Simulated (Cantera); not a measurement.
A perfectly stirred reactor is fed with 4.55 % CH4, 0.223 % H2, 14.2 % O2, 81.1 % N2, equivalence ratio 0.65, at 5.00 bar; it is adiabatic with a 698 K inlet, and is followed from long to short residence time, starting on the burning branch (τ in s: 0.16, 0.072, 0.034, 0.016, 0.0072, 0.0034, 0.0016, 0.00073, 0.00034, 0.00016, 7.3e-05, 3.4e-05).

Cantera simulation using GRI-Mech 3.0 (53 species, 325 reactions); the numbers are that mechanism's predictions, not measurements.

x: mole fraction; the columns are a selection and need not sum to one.

| τ (s) | T (K) | x CH4 | x H2 | x O2 | x N2O | x NO |
|---|---|---|---|---|---|---|
| 0.16 | 1735 | 4.96e-6 | 1.66e-5 | 0.0495 | 4.64e-7 | … |
| 0.072 | 1734 | 8.77e-6 | 2.62e-5 | 0.0495 | 6.57e-7 | 7.20e-6 |
| 0.034 | 1733 | 1.47e-5 | 4.15e-5 | 0.0495 | 9.22e-7 | 6.72e-6 |
| 0.016 | 1731 | 2.44e-5 | 6.71e-5 | 0.0496 | 1.26e-6 | 6.61e-6 |
| 0.0072 | 1727 | 4.17e-5 | 0.000113 | 0.0497 | 1.62e-6 | 6.53e-6 |
| 0.0034 | 1721 | 6.94e-5 | 0.000184 | 0.0500 | 1.85e-6 | 6.23e-6 |
| 0.0016 | 1711 | 0.000118 | 0.000302 | 0.0505 | 1.87e-6 | … |
| 0.00073 | 1694 | 0.000211 | 0.000506 | 0.0515 | 1.70e-6 | … |
| 0.00034 | 1664 | 0.000413 | 0.000850 | 0.0534 | 1.37e-6 | … |
| 0.00016 | 698 | 0.0455 | 0.00223 | 0.142 | <1e-12 | <1e-12 |
| 7.3e-5 | 698 | 0.0455 | 0.00223 | 0.142 | <1e-12 | <1e-12 |
| 3.4e-5 | 698 | 0.0455 | 0.00223 | 0.142 | <1e-12 | <1e-12 |

Problem. What belongs in the gaps?

Solution. 
- 0.16, x NO: 8.62e-6
- 0.0016, x NO: 5.63e-6
- 0.00073, x NO: 4.78e-6
- 0.00034, x NO: 3.67e-6
